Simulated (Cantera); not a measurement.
Charge: 1 mol Al(CH₃)₃, 13 mol N₂, 4.4 mol H₂, 69 mol NH₃, held at 75.0 Torr.

These are equilibrium values from Cantera (NASA tables, ideal gas, pure condensed phases), not measurements of a reactor. Candidate condensed phases: Al, AlN, C, C₆H₆, C₇H₈, C₈H₁₈; 97 gas species. The feed counts by its element totals alone. The numbers say what is thermodynamically allowed, not how fast it happens. All values below are at 1173 K.

Base state: H₂ 0.704, N₂ 0.295, CH₄ 0.000964, HCN 2.50e-5 (mole fractions); condensed: AlN(s) + C(graphite).

Question: What changes in the equilibrium state with this change: Al(CH₃)₃ replaced by Al?

Answer: 
```json
[
 {"species": "H₂", "before": "0.704", "after": "0.697"},
 {"species": "N₂", "before": "0.295", "after": "0.303"},
 {"species": "CH₄", "before": "0.000964", "after": "0"},
 {"species": "HCN", "before": "2.50e-5", "after": "0"},
 {"species": "AlN(s), mol", "before": "1.00", "after": "1.00"},
 {"species": "C(graphite), mol", "before": "2.84", "after": "0"}
]
```
